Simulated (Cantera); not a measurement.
A Cantera script and what it prints.

```python
import numpy as np
import cantera as ct

gas_names = [...]  # 109 gases of nasa_gas.yaml made of C, Cl, H, Si
cond_names = """
    C(gr) C6H6(L) C7H8(L) C8H18(L),n-octa Si(cr) Si(L) SiC(b)
""".split()


# ... load() reads the species with a 1 bar reference pressure and builds the phases ...
atoms = {
    'SiHCl3': {'Si': 1, 'H': 1, 'CL': 3},
    'CH4': {'C': 1, 'H': 4},
    'H2': {'H': 2},
    'C2H4': {'C': 2, 'H': 4},
}
top_T = {'C(gr)': 4500, 'SiC(b)': 3050}  # K; cautious upper limits of use, not melting points


# ... equilibrate(T, P, feed) seeds the gas with the atoms and calls Mixture.equilibrate('TP', solver="vcs", rtol=1e-11, max_steps=5000) ...
results = []
feed = {'SiHCl3': 1, 'CH4': 0.54, 'H2': 140, 'C2H4': 0.0087}  # mol
P = 100  # Pa
for T in [973, 1123, 1273, 1423, 1573, 1723, 1873, 2023, 2173, 2323, 2473]:
    mix = equilibrate(T, P, feed)
    results.append((T, P, feed, dict(zip(mix.species_names, mix.species_moles))))

top = {s: max(r[3][s] / sum(r[3][g] for g in gas_names) for r in results) for s in gas_names}
cols = sorted((s for s in top if top[s] > 0.0001), key=lambda s: -top[s])[:9]
seen = [c for c in cond_names if any(r[3].get(c, 0) > 1e-12 for r in results)]
print("log10 of partial pressures in bar; condensed amounts in mol")
print(f"{'T/K':>10s}" + "".join(f"{s[:9]:>10s}" for s in cols + seen))
for T, P, feed, n in results:
    ng = sum(n[g] for g in gas_names)
    print(f"{T:10.4g}" + "".join(f"{np.log10(max(n[s] / ng * P / 1e5, 1e-99)):10.3f}" for s in cols)
          + "".join(f"{n.get(c, 0):10.4g}" for c in seen))
```

It prints:

```
log10 of partial pressures in bar; condensed amounts in mol
       T/K        H2         H       HCL        CL        Si C2H2,acet     SiCL2     SiCL4      SiC2    Si(cr)     Si(L)    SiC(b)
       973    -3.008   -10.470    -4.800   -12.288   -16.400   -19.307    -6.385    -6.105   -29.254    0.2158         0    0.5574
      1123    -3.009    -8.875    -4.717   -10.635   -13.191   -16.649    -6.101    -7.791   -23.823    0.3201         0    0.5574
      1273    -3.009    -7.651    -4.721    -9.434   -10.744   -14.621    -6.020    -9.338   -19.684    0.3045         0    0.5574
      1423    -3.009    -6.682    -4.726    -8.486    -8.816   -13.023    -5.965   -10.564   -16.426    0.2865         0    0.5574
      1573    -3.009    -5.895    -4.732    -7.718    -7.260   -11.733    -5.925   -11.555   -13.798    0.2613         0    0.5574
      1723    -3.012    -5.245    -4.737    -7.081    -6.007   -10.611    -5.923   -12.398   -11.604         0    0.1067    0.5564
      1873    -3.019    -4.700    -4.707    -6.508    -5.600    -8.392    -6.492   -13.597    -9.126         0         0    0.5504
      2023    -3.037    -4.240    -4.717    -6.049    -5.401    -6.224    -7.185   -14.884    -6.875         0         0    0.3229
      2173    -3.079    -3.856    -4.765    -5.679    -5.236    -5.860    -7.841   -16.099    -6.423         0         0         0
      2323    -3.162    -3.544    -4.863    -5.389    -5.258    -5.890    -8.646   -17.456    -6.497         0         0         0
      2473    -3.313    -3.308    -5.041    -5.186    -5.309    -5.986    -9.488   -18.883    -6.586         0         0         0
```

Equilibrium computed with Cantera from the NASA thermochemical tables; the gas is ideal and each condensed phase is pure. Mutual solubility and eutectic melting of coexisting phases are not modelled. The tables' values for SiCl3, SiCl are old estimates; treat these amounts as uncertain. Gases not in the tables: Si2H6 and higher silanes.
